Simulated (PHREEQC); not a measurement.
A made-up water analysis in mg/kgw, 25 °C, pH 5.96, pe -0.8: Na 56.7; K 12.3; Ca 95.8; Mg 52.1; Cl 88.5; S(6) as SO4 98.2; Alkalinity as HCO3 455; Fe(2) 1.18.

Cl is adjusted to close the charge balance.
Valence states are taken as typed.

Model: ion-association model, wateq4f.dat, run in PHREEQC.

| Property | Result |
|---|---|
| ionic strength | 0.0160 mol/kgw |

```json
[
 {"species": "CO2", "molality": "0.0157", "activity": "0.0158", "log γ": "0.002"},
 {"species": "HCO3-", "molality": "0.00722", "activity": "0.00639", "log γ": "-0.053"},
 {"species": "Na+", "molality": "0.00245", "activity": "0.00217", "log γ": "-0.054"},
 {"species": "Cl-", "molality": "0.00239", "activity": "0.00210", "log γ": "-0.056"},
 {"species": "Ca+2", "molality": "0.00215", "activity": "0.00132", "log γ": "-0.211"},
 {"species": "Mg+2", "molality": "0.00191", "activity": "0.00119", "log γ": "-0.207"},
 {"species": "SO4-2", "molality": "0.000763", "activity": "0.000466", "log γ": "-0.214"},
 {"species": "K+", "molality": "0.000313", "activity": "0.000276", "log γ": "-0.056"},
 {"species": "MgSO4", "molality": "0.000129", "activity": "0.000130", "log γ": "0.002"},
 {"species": "CaSO4", "molality": "0.000122", "activity": "0.000123", "log γ": "0.002"},
 {"species": "CaHCO3+", "molality": "0.000121", "activity": "0.000108", "log γ": "-0.052"},
 {"species": "MgHCO3+", "molality": "0.000101", "activity": "8.89e-5", "log γ": "-0.055"},
 {"species": "Fe+2", "molality": "1.40e-5", "activity": "8.71e-6", "log γ": "-0.206"}
]
```

Precipitation was switched off in this run.
